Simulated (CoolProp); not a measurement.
Properties of R1234yf at several states.

The numbers come from the reference Helmholtz-energy equation of state, Lemmon 2022 in CoolProp.

```
T (K)  p (MPa)   phase  density (kg/m³)  Prandtl number
-----  -------  ------  ---------------  --------------
388.7   0.0669     gas            2.374           0.789
317.1    0.249     gas            11.27           0.818
395.5     1.83     gas            75.75           0.857
389.4   0.0151     gas           0.5326           0.788
254.6    0.407  liquid             1233            4.03
```

Viscosity comes from a separate model (Bell 2016), an estimate that may be off by 10 % or more. Thermal conductivity comes from a separate model (Perkins 2011).
